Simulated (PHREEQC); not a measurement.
Make-up at 17 °C: 0.0034 mol/kgw NH4HSO4. Closed to the air; pH follows from the charge balance.

All values are PHREEQC results (ion-association model, wateq4f.dat), not measurements.

Precipitation was switched off in this run.

Question: Predict the pH, ionic strength.

Answer: pH 2.57; ionic strength 0.00909 mol/kgw.

Question: In which forms is S present?

Answer: SO4-2 84 %, HSO4- 14 %, NH4SO4- 2.4 % of the S.
